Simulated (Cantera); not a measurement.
## Equilibrium for carbothermic reduction: PbO + CO + C

Input: 1 mol PbO, 7.7 mol CO, 0.53 mol C, at 56000 Pa.

Equilibrium computed with Cantera from the NASA thermochemical tables; the gas is ideal and each condensed phase is pure. Candidate condensed phases: C, Pb, PbO, PbO2, Pb3O4; 15 gas species. Gases not in the tables: (PbO)n polymers. Kinetics and transport are ignored.

From 527 °C to 727 °C the condensed part is C(graphite) + Pb(l). From 927 °C to 1127 °C the condensed part is Pb(l). From 1327 °C to 2327 °C nothing is condensed.

```
T (°C)   x CO   x CO2     x Pb     x PbO  n C(graphite)  n Pb(l)
------  -----  ------  -------  --------  -------------  -------
527     0.126   0.874  1.10e-7    <1e-12           3.59    1.000
727     0.798   0.202  2.89e-5  1.41e-11          0.993    1.000
927     0.942  0.0570  0.00115   3.08e-9              0    0.991
1127    0.928  0.0562   0.0156   3.85e-7              0    0.870
1327    0.841  0.0509    0.108   1.40e-5              0        0
1527    0.841  0.0509    0.108   4.99e-5              0        0
1727    0.841  0.0508    0.108  0.000136              0        0
1927    0.841  0.0506    0.108  0.000304              0        0
2127    0.841  0.0503    0.108  0.000585              0        0
2327    0.842  0.0497    0.107  0.000998              0        0
```
x: gas mole fraction; n: condensed amount in mol.
